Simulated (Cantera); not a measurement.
Premixed flame

A freely propagating, adiabatic, planar premixed flame of H₂ : O₂ : N₂ = 1 : 0.333 : 1.25 (molar parts), equivalence ratio 1.5, unburnt at 598 K and 7.50 bar; mixture-averaged transport, grid criteria slope 0.08 and curve 0.16, no radiation.

Detailed kinetics in Cantera: the H2/O2 subset of GRI-Mech 3.0, which has no nitrogen chemistry. The hydrogen kinetics of GRI-Mech 3.0 are dated; newer H2 mechanisms differ, most at raised pressure. Burning velocities carry a grid error of a few per cent, more on coarse grids.

```
z (mm)    T (K)  u (m/s)   x H₂      x O₂       x O     x OH    x H₂O   x H₂O₂
--------  -----  -------  -----  --------  --------  -------  -------  -------
-0.101      598     8.91  0.387     0.129     <1e-8    <1e-8    <1e-8    <1e-8
-0.0672     598     8.91  0.387     0.129     <1e-8    <1e-8  1.10e-8    <1e-8
-0.0504     598     8.91  0.387     0.129     <1e-8    <1e-8  1.63e-7    <1e-8
-0.0336     599     8.91  0.387     0.129   3.00e-8    <1e-8  5.00e-6  2.41e-8
-0.0168     648     9.48  0.375     0.130   1.25e-5  6.20e-5  0.00195  1.58e-5
-0.00840    950     13.4  0.332     0.122  0.000362  0.00122   0.0299  7.69e-5
0          1409     19.3  0.253    0.0879   0.00250  0.00321    0.107  2.46e-5
0.00840    1740     23.6  0.180    0.0418   0.00418  0.00677    0.194  4.47e-6
0.0168     1916     25.8  0.145    0.0169   0.00385  0.00926    0.241  2.63e-6
0.0336     2077     27.7  0.132   0.00434   0.00278   0.0106    0.266  1.40e-6
0.0672     2215     29.3  0.134   0.00161   0.00165  0.00960    0.276  7.77e-7
0.134      2326     30.6  0.138  0.000758  0.000794  0.00740    0.283  4.56e-7
0.269      2405     31.4  0.140  0.000312  0.000325  0.00508    0.289  2.48e-7
```
x: mole fraction of selected species; z is measured from the peak of heat release.

```yaml
laminar_burning_velocity: 891 cm/s
thermal_thickness: 0.0336 mm
peak x(O): 0.00420
peak x(OH): 0.0106
peak x(H₂O₂): 7.73e-5
grid_points: 109
```
